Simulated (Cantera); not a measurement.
A perfectly stirred reactor is fed with H2 : O2 : N2 = 1.4 : 1 : 4.8 (molar parts), equivalence ratio 0.70, at 0.130 bar; it is held at 1300 K, and followed from long to short residence time.

Model: the H2/O2 subset of GRI-Mech 3.0, which has no nitrogen chemistry, integrated in Cantera. The temperature is held fixed by assumption; the heat of reaction is taken as removed at once.

What does this change do: pressure from 0.130 bar to 0.150 bar?


| quantity | before | after |
|---|---|---|
| x(H2) at τ = 2.30 s | 0.000300 | 0.000255 |
| x(O2) at τ = 2.30 s | 0.0461 | 0.0461 |
| x(HO2) at τ = 2.30 s | 1.93e-6 | 1.95e-6 |
| x(OH) at τ = 2.30 s | 0.000542 | 0.000490 |
| x(O) at τ = 2.30 s | 0.000104 | 8.57e-5 |
| x(H2) at τ = 16.0 ms | 0.00692 | 0.00604 |
| x(O2) at τ = 16.0 ms | 0.0486 | 0.0482 |
| x(HO2) at τ = 16.0 ms | 6.35e-6 | 7.16e-6 |
| x(OH) at τ = 16.0 ms | 0.00275 | 0.00252 |
| x(O) at τ = 16.0 ms | 0.00272 | 0.00227 |

What does this change do: temperature 1300 to 1073 K?


| quantity | before | after |
|---|---|---|
| x(H2) at τ = 2.30 s | 0.000300 | 0.000394 |
| x(O2) at τ = 2.30 s | 0.0461 | 0.0463 |
| x(HO2) at τ = 2.30 s | 1.93e-6 | 4.60e-6 |
| x(OH) at τ = 2.30 s | 0.000542 | 0.000160 |
| x(O) at τ = 2.30 s | 0.000104 | 4.80e-5 |
| x(H2) at τ = 16.0 ms | 0.00692 | 0.00821 |
| x(O2) at τ = 16.0 ms | 0.0486 | 0.0500 |
| x(HO2) at τ = 16.0 ms | 6.35e-6 | 1.05e-5 |
| x(OH) at τ = 16.0 ms | 0.00275 | 0.000945 |
| x(O) at τ = 16.0 ms | 0.00272 | 0.00120 |

What does this change do: temperature 1300 to 1125 K?


```json
[
 {"quantity": "x(H2) at τ = 2.30 s", "before": "0.000300", "after": "0.000322"},
 {"quantity": "x(O2) at τ = 2.30 s", "before": "0.0461", "after": "0.0462"},
 {"quantity": "x(HO2) at τ = 2.30 s", "before": "1.93e-6", "after": "3.70e-6"},
 {"quantity": "x(OH) at τ = 2.30 s", "before": "0.000542", "after": "0.000227"},
 {"quantity": "x(O) at τ = 2.30 s", "before": "0.000104", "after": "5.88e-5"},
 {"quantity": "x(H2) at τ = 16.0 ms", "before": "0.00692", "after": "0.00711"},
 {"quantity": "x(O2) at τ = 16.0 ms", "before": "0.0486", "after": "0.0493"},
 {"quantity": "x(HO2) at τ = 16.0 ms", "before": "6.35e-6", "after": "9.26e-6"},
 {"quantity": "x(OH) at τ = 16.0 ms", "before": "0.00275", "after": "0.00126"},
 {"quantity": "x(O) at τ = 16.0 ms", "before": "0.00272", "after": "0.00151"}
]
```
